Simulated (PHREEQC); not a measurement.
Consider water at 20 °C with 0.0068 mol HF, 0.00076 mol (CH3)4NF and 0.001 mol H2SO4 per kg of water. Closed to the air; pH follows from the charge balance.

Computed with PHREEQC (ion-association model, phreeqc.dat).

Precipitation was switched off in this run.

Problem. Predict the pH, ionic strength.

Solution. pH 2.58; ionic strength 0.00443 mol/kgw.

Problem. In which forms is F present?

Solution. HF 76 %, F- 23 %, HF2- 1.0 % of the F.

(CH3)4N+ isn't in the database: it is added as a free cation with an ion size of 4 Å.
